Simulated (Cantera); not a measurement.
An adiabatic, constant-pressure homogeneous reactor starts with H₂ : O₂ : N₂ = 1 : 0.806 : 3.03 (molar parts), equivalence ratio 0.62, at 998 K and 1430 Torr. Integrator tolerance rtol = 1e-08.

Detailed kinetics in Cantera: the H2/O2 subset of GRI-Mech 3.0, which has no nitrogen chemistry.

Q: How do the results move with these cheaper or finer settings: rtol 1e-08 to 1e-10; rtol 1e-08 to 0.01; full GRI-Mech 3.0 in place of its H2/O2 subset; rtol 1e-08 to 1e-05; rtol 1e-08 to 0.001?

A: 
| setting | time of steepest temperature rise | temperature at 9.00 s | equilibrium temperature | x(H₂) at 9.00 s | integrator steps |
|---|---|---|---|---|---|
| as above | 5.38 ms | 2409 K | 2409 K | 0.00234 | 1416 |
| rtol 1e-08 to 1e-10 | 5.38 ms | 2409 K | 2409 K | 0.00234 | 2171 |
| rtol 1e-08 to 0.01 | 5.37 ms | 2437 K | 2409 K | 0.00269 | 319 |
| full GRI-Mech 3.0 in place of its H2/O2 subset | 5.38 ms | 2393 K | 2393 K | 0.00223 | 1500 |
| rtol 1e-08 to 1e-05 | 5.38 ms | 2409 K | 2409 K | 0.00234 | 586 |
| rtol 1e-08 to 0.001 | 5.38 ms | 2409 K | 2409 K | 0.00234 | 281 |
